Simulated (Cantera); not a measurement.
A closed system holds: 1 mol N2O, 0.58 mol H2O, 4.4 mol O2, 0.013 mol SO2, equilibrated at 0.000540 bar.

Cantera equilibrium calculation (NASA polynomials, part measured and part estimated; ideal gas, pure solids and liquids). Candidate condensed phases: H2O, H2SO4, S; 35 gas species. Kinetics and transport are ignored. All values below are at 1725 °C.

Base state: O2 0.723, N2 0.148, H2O 0.0775, O 0.0241, OH 0.0159, NO 0.00613, H 0.00230, SO2 0.00195 (mole fractions); condensed: gas only.

Task: What changes in the equilibrium state with this change: N2O replaced by SF6?

Result: 
| species | before | after |
|---|---|---|
| F | 0 | 0.448 |
| O2 | 0.723 | 0.334 |
| HF | 0 | 0.107 |
| N2 | 0.148 | 0 |
| H2O | 0.0775 | 2.15e-9 |
| OH | 0.0159 | 2.19e-6 |
| SO2 | 0.00195 | 0.0928 |
| O | 0.0241 | 0.0164 |
| NO | 0.00613 | 0 |
| H2 | 0.00111 | <1e-9 |
